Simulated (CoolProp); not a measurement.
Saturation properties of carbon monoxide (Tc = -140.3 °C, pc = 3498 kPa, ω = 0.050).

The numbers come from the reference Helmholtz-energy equation of state, Lemmon 2006 in CoolProp. It is a short technical equation, of lower accuracy than the large ones.

```json
[
 {"T (°C)": "-178.65", "p (kPa)": "353.7", "vapour density (kg/m³)": "14.01", "enthalpy of vaporisation (kJ/kg)": "194.6", "liquid cp (kJ/(kg K))": "2.230", "surface tension (mN/m)": "6.83"},
 {"T (°C)": "-176.05", "p (kPa)": "?", "vapour density (kg/m³)": "17.12", "enthalpy of vaporisation (kJ/kg)": "189.9", "liquid cp (kJ/(kg K))": "2.262", "surface tension (mN/m)": "?"},
 {"T (°C)": "-173.45", "p (kPa)": "532.4", "vapour density (kg/m³)": "20.75", "enthalpy of vaporisation (kJ/kg)": "184.8", "liquid cp (kJ/(kg K))": "2.301", "surface tension (mN/m)": "5.78"},
 {"T (°C)": "-170.85", "p (kPa)": "642.9", "vapour density (kg/m³)": "24.96", "enthalpy of vaporisation (kJ/kg)": "179.5", "liquid cp (kJ/(kg K))": "2.348", "surface tension (mN/m)": "5.26"},
 {"T (°C)": "-168.25", "p (kPa)": "769.0", "vapour density (kg/m³)": "29.84", "enthalpy of vaporisation (kJ/kg)": "173.7", "liquid cp (kJ/(kg K))": "2.405", "surface tension (mN/m)": "4.75"},
 {"T (°C)": "-165.65", "p (kPa)": "912.0", "vapour density (kg/m³)": "35.48", "enthalpy of vaporisation (kJ/kg)": "167.5", "liquid cp (kJ/(kg K))": "2.475", "surface tension (mN/m)": "4.25"},
 {"T (°C)": "-163.05", "p (kPa)": "1073", "vapour density (kg/m³)": "42.01", "enthalpy of vaporisation (kJ/kg)": "160.8", "liquid cp (kJ/(kg K))": "2.562", "surface tension (mN/m)": "3.75"},
 {"T (°C)": "-160.45", "p (kPa)": "1254", "vapour density (kg/m³)": "49.60", "enthalpy of vaporisation (kJ/kg)": "153.5", "liquid cp (kJ/(kg K))": "2.671", "surface tension (mN/m)": "?"},
 {"T (°C)": "-157.85", "p (kPa)": "1455", "vapour density (kg/m³)": "58.46", "enthalpy of vaporisation (kJ/kg)": "145.6", "liquid cp (kJ/(kg K))": "2.811", "surface tension (mN/m)": "2.79"},
 {"T (°C)": "-155.15", "p (kPa)": "1688", "vapour density (kg/m³)": "69.34", "enthalpy of vaporisation (kJ/kg)": "136.4", "liquid cp (kJ/(kg K))": "3.007", "surface tension (mN/m)": "2.30"},
 {"T (°C)": "-152.55", "p (kPa)": "1936", "vapour density (kg/m³)": "81.88", "enthalpy of vaporisation (kJ/kg)": "126.5", "liquid cp (kJ/(kg K))": "?", "surface tension (mN/m)": "1.84"},
 {"T (°C)": "-149.95", "p (kPa)": "2210", "vapour density (kg/m³)": "97.17", "enthalpy of vaporisation (kJ/kg)": "115.2", "liquid cp (kJ/(kg K))": "3.674", "surface tension (mN/m)": "1.40"},
 {"T (°C)": "-147.35", "p (kPa)": "2512", "vapour density (kg/m³)": "116.5", "enthalpy of vaporisation (kJ/kg)": "101.8", "liquid cp (kJ/(kg K))": "4.357", "surface tension (mN/m)": "0.978"},
 {"T (°C)": "-144.75", "p (kPa)": "2844", "vapour density (kg/m³)": "?", "enthalpy of vaporisation (kJ/kg)": "85.15", "liquid cp (kJ/(kg K))": "5.822", "surface tension (mN/m)": "0.578"}
]
```

**Question.** Fill in the missing entries.

**Answer.** 
- -176.05, p (kPa): 436.4
- -176.05, surface tension (mN/m): 6.30
- -160.45, surface tension (mN/m): 3.26
- -152.55, liquid cp (kJ/(kg K)): 3.273
- -144.75, vapour density (kg/m³): 142.5

It boils at -191.5 °C under 1 atm.

Surface tension comes from a separate correlation (Mulero 2012).
